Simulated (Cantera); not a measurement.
Cantera run, input and output.

```python
import numpy as np
import cantera as ct

gas = ct.Solution("gri30.yaml")
gas.TPX = 1798, 320000, {'H2': 1, 'O2': 0.227, 'N2': 0.855}
reactor = ct.IdealGasConstPressureReactor(gas, energy="on", clone=False)
net = ct.ReactorNet([reactor])
net.rtol, net.atol = 1e-08, 1e-16
show = ['H2', 'O2', 'H2O2', 'NO2', 'H', 'OH']
times = np.geomspace(8e-06, 4, 16)

steps = ct.SolutionArray(gas, extra=["t"])
rows = []
print(f"{'t/s':>10s}{'T/K':>9s}{'P/Pa':>11s}" + "".join(f"{s:>11s}" for s in show))
for t in times:
    while net.time < t:
        t_next = net.step()
        steps.append(gas.state, t=t_next)
    rows.append([np.interp(t, steps.t, y) for y in (steps.T, steps.P, *steps(*show).X.T)])
    print(f"{t:10.3e}{rows[-1][0]:9.1f}{rows[-1][1]:11.4g}" + "".join(f"{x:11.3e}" for x in rows[-1][2:]))
rate = np.gradient(steps.T, steps.t)
print("integrator steps:", len(steps.t))
if steps.T.max() > steps.T[0] + 200:
    print(f"time of steepest temperature rise: {steps.t[rate.argmax()]:.4e} s")
gas.TPX = 1798, 320000, {'H2': 1, 'O2': 0.227, 'N2': 0.855}
gas.equilibrate("HP")
print(f"equilibrium (HP): T = {gas.T:.1f} K  " + "  ".join(f"{s} {gas[s].X[0]:.3e}" for s in show))
```

Result:

```
       t/s      T/K       P/Pa         H2         O2       H2O2        NO2          H         OH
 8.000e-06   2609.8    3.2e+05  2.491e-01  1.310e-03  2.113e-07  1.398e-09  8.683e-02  1.687e-02
 1.919e-05   2858.5    3.2e+05  2.653e-01  5.987e-04  1.524e-07  4.215e-09  5.591e-02  1.362e-02
 4.602e-05   2960.0    3.2e+05  2.721e-01  3.656e-04  1.265e-07  1.069e-08  4.317e-02  1.143e-02
 1.104e-04   2967.4    3.2e+05  2.729e-01  3.441e-04  1.227e-07  2.345e-08  4.198e-02  1.115e-02
 2.647e-04   2965.6    3.2e+05  2.734e-01  3.374e-04  1.210e-07  4.379e-08  4.177e-02  1.105e-02
 6.350e-04   2964.3    3.2e+05  2.737e-01  3.332e-04  1.199e-07  5.678e-08  4.164e-02  1.098e-02
 1.523e-03   2964.2    3.2e+05  2.737e-01  3.328e-04  1.198e-07  5.799e-08  4.162e-02  1.097e-02
 3.653e-03   2964.2    3.2e+05  2.737e-01  3.328e-04  1.198e-07  5.799e-08  4.162e-02  1.097e-02
 8.761e-03   2964.2    3.2e+05  2.737e-01  3.328e-04  1.198e-07  5.799e-08  4.162e-02  1.097e-02
 2.101e-02   2964.2    3.2e+05  2.737e-01  3.328e-04  1.198e-07  5.799e-08  4.162e-02  1.097e-02
 5.040e-02   2964.2    3.2e+05  2.737e-01  3.328e-04  1.198e-07  5.799e-08  4.162e-02  1.097e-02
 1.209e-01   2964.2    3.2e+05  2.737e-01  3.328e-04  1.198e-07  5.799e-08  4.162e-02  1.097e-02
 2.899e-01   2964.2    3.2e+05  2.737e-01  3.328e-04  1.198e-07  5.799e-08  4.162e-02  1.097e-02
 6.953e-01   2964.2    3.2e+05  2.737e-01  3.328e-04  1.198e-07  5.799e-08  4.162e-02  1.097e-02
 1.668e+00   2964.2    3.2e+05  2.737e-01  3.328e-04  1.198e-07  5.799e-08  4.162e-02  1.097e-02
 4.000e+00   2964.2    3.2e+05  2.737e-01  3.328e-04  1.198e-07  5.799e-08  4.162e-02  1.097e-02
integrator steps: 1125
time of steepest temperature rise: 2.0268e-06 s
equilibrium (HP): T = 2964.2 K  H2 2.737e-01  O2 3.328e-04  H2O2 1.198e-07  NO2 5.799e-08  H 4.162e-02  OH 1.097e-02
```

Model: GRI-Mech 3.0 (53 species, 325 reactions), integrated in Cantera. The hydrogen kinetics of GRI-Mech 3.0 are dated; newer H2 mechanisms differ, most at raised pressure.
